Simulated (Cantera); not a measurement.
A closed system holds: 1 mol Si, 5.1 mol HCl, 7.1 mol H₂, equilibrated at 1023.15 K and 82.5 Torr.

Method: chemical equilibrium by Gibbs-energy minimisation in Cantera with the NASA 1993 tables (ideal gas, pure condensed phases). Candidate condensed phases: Si; 19 gas species. The tables' values for SiCl₃ are old estimates; treat these amounts as uncertain. Equilibrium is a limit: real reactors are often held back by kinetics, nucleation or transport.

Base state: H₂ 0.806, HCl 0.104, SiCl₄ 0.0833, SiHCl₃ 0.00546, SiCl₃ 0.000427, SiCl₂ 4.61e-5, SiH₂Cl₂ 3.96e-5 (mole fractions); condensed: gas only.

Question: What changes in the equilibrium state with this change: temperature from 1023.15 K to 1323.15 K?

Answer: 
| species | before | after |
|---|---|---|
| H₂ | 0.806 | 0.749 |
| HCl | 0.104 | 0.164 |
| SiCl₄ | 0.0833 | 0.0410 |
| SiCl₂ | 4.61e-5 | 0.0228 |
| SiCl₃ | 0.000427 | 0.0131 |
| SiH₂Cl₂ | 3.96e-5 | 0.000315 |
| SiHCl₃ | 0.00546 | 0.00949 |
